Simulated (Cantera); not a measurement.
Input (Python, Cantera):

```python
import numpy as np
import cantera as ct

gas = ct.Solution("gri30.yaml")
gas.TPX = 1798, 100000, {'CH4': 1, 'O2': 6.06, 'N2': 22.8}
reactor = ct.IdealGasConstPressureReactor(gas, energy="on", clone=False)
net = ct.ReactorNet([reactor])
net.rtol, net.atol = 1e-08, 1e-16
show = ['CH4', 'O2', 'CH2O', 'H2', 'CH2CO', 'H']
times = np.geomspace(3e-06, 9, 16)

steps = ct.SolutionArray(gas, extra=["t"])
rows = []
print(f"{'t/s':>10s}{'T/K':>9s}{'P/Pa':>11s}" + "".join(f"{s:>11s}" for s in show))
for t in times:
    while net.time < t:
        t_next = net.step()
        steps.append(gas.state, t=t_next)
    rows.append([np.interp(t, steps.t, y) for y in (steps.T, steps.P, *steps(*show).X.T)])
    print(f"{t:10.3e}{rows[-1][0]:9.1f}{rows[-1][1]:11.4g}" + "".join(f"{x:11.3e}" for x in rows[-1][2:]))
rate = np.gradient(steps.T, steps.t)
print("integrator steps:", len(steps.t))
if steps.T.max() > steps.T[0] + 200:
    print(f"time of steepest temperature rise: {steps.t[rate.argmax()]:.4e} s")
gas.TPX = 1798, 100000, {'CH4': 1, 'O2': 6.06, 'N2': 22.8}
gas.equilibrate("HP")
print(f"equilibrium (HP): T = {gas.T:.1f} K  " + "  ".join(f"{s} {gas[s].X[0]:.3e}" for s in show))
```

Result:

```
       t/s      T/K       P/Pa        CH4         O2       CH2O         H2      CH2CO          H
 3.000e-06   1797.9      1e+05  3.348e-02  2.029e-01  2.960e-07  1.420e-06  7.332e-15  4.075e-07
 8.108e-06   1797.9      1e+05  3.345e-02  2.029e-01  2.842e-06  4.441e-06  1.597e-12  4.773e-07
 2.191e-05   1797.7      1e+05  3.333e-02  2.029e-01  2.749e-05  1.624e-05  3.271e-10  8.137e-07
 5.923e-05   1799.3      1e+05  3.220e-02  2.022e-01  3.765e-04  1.640e-04  2.346e-07  6.642e-06
 1.601e-04   2214.8      1e+05  3.183e-18  1.291e-01  4.929e-12  2.758e-03  1.282e-18  4.709e-03
 4.327e-04   2368.4      1e+05  6.818e-20  1.315e-01  1.265e-12  1.265e-03  9.210e-22  1.234e-03
 1.169e-03   2420.0      1e+05  3.183e-20  1.326e-01  5.922e-13  7.089e-04  2.554e-22  4.895e-04
 3.161e-03   2420.4      1e+05  3.500e-20  1.322e-01  5.645e-13  6.838e-04  2.229e-22  4.621e-04
 8.543e-03   2416.5      1e+05  3.344e-20  1.311e-01  5.466e-13  6.735e-04  2.091e-22  4.501e-04
 2.309e-02   2408.7      1e+05  3.051e-20  1.290e-01  5.129e-13  6.536e-04  1.837e-22  4.273e-04
 6.240e-02   2400.4      1e+05  2.760e-20  1.267e-01  4.786e-13  6.327e-04  1.590e-22  4.039e-04
 1.687e-01   2398.1      1e+05  2.684e-20  1.261e-01  4.696e-13  6.270e-04  1.528e-22  3.978e-04
 4.558e-01   2398.1      1e+05  2.683e-20  1.260e-01  4.695e-13  6.269e-04  1.527e-22  3.977e-04
 1.232e+00   2398.1      1e+05  2.683e-20  1.260e-01  4.695e-13  6.269e-04  1.527e-22  3.977e-04
 3.330e+00   2398.1      1e+05  2.683e-20  1.260e-01  4.695e-13  6.269e-04  1.527e-22  3.977e-04
 9.000e+00   2398.1      1e+05  2.683e-20  1.260e-01  4.695e-13  6.269e-04  1.527e-22  3.977e-04
integrator steps: 1671
time of steepest temperature rise: 1.1110e-04 s
equilibrium (HP): T = 2398.1 K  CH4 4.117e-20  O2 1.260e-01  CH2O 4.695e-13  H2 6.269e-04  CH2CO 2.053e-22  H 3.977e-04
```

Detailed kinetics in Cantera: GRI-Mech 3.0 (53 species, 325 reactions).
